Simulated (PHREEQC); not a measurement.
Solution (25 °C): 0.029 mol/kgw H2SO4, 0.00017 mol/kgw CuSO4 and 0.00019 mol/kgw CuCl2. Closed to the air; pH follows from the charge balance.

Model: ion-association model, phreeqc.dat, run in PHREEQC.

```json
[
 {"quantity": "pH", "before": "1.48", "after": "0.87"},
 {"quantity": "ionic strength (mol/kgw)", "before": "0.0502", "after": "0.193"},
 {"quantity": "HSO4- (mol/kgw)", "before": "0.0188", "after": "0.122"},
 {"quantity": "SO4-2 (mol/kgw)", "before": "0.0103", "after": "0.0234"},
 {"quantity": "Cu+2 (mol/kgw)", "before": "0.000246", "after": "0.000248"},
 {"quantity": "CuSO4 (mol/kgw)", "before": "0.000113", "after": "0.000112"}
]
```

**Question.** What was changed between the two runs?
(A) CuCl2 left out
(B) 0.00058 mol/kgw HCl added
(C) H2SO4 from 0.029 to 0.145 mol/kgw
(D) CuCl2 from 0.00019 to 3.8e-05 mol/kgw
(E) H2SO4 from 0.029 to 0.0058 mol/kgw

**Answer.** C, H2SO4 from 0.029 to 0.145 mol/kgw

No solid was allowed to form.
